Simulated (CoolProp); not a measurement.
Model: reference Helmholtz-energy equation of state, Wagner 2002, in CoolProp.

For water, give the phase and the speed of sound (m/s), Joule-Thomson coefficient (K/MPa), expansivity (1/kK), fugacity coefficient at 581.5 K and 12500 kPa; 581.5 K and 37500 kPa; 581.5 K and 87500 kPa.


- 581.5 K and 12500 kPa: liquid; speed of sound 892, Joule-Thomson coefficient 0.241, expansivity 3.42, fugacity coefficient 0.604
- 581.5 K and 37500 kPa: liquid; speed of sound 1080, Joule-Thomson coefficient 0.0834, expansivity 2.26, fugacity coefficient 0.229
- 581.5 K and 87500 kPa: liquid; speed of sound 1310, Joule-Thomson coefficient -0.0308, expansivity 1.53, fugacity coefficient 0.125
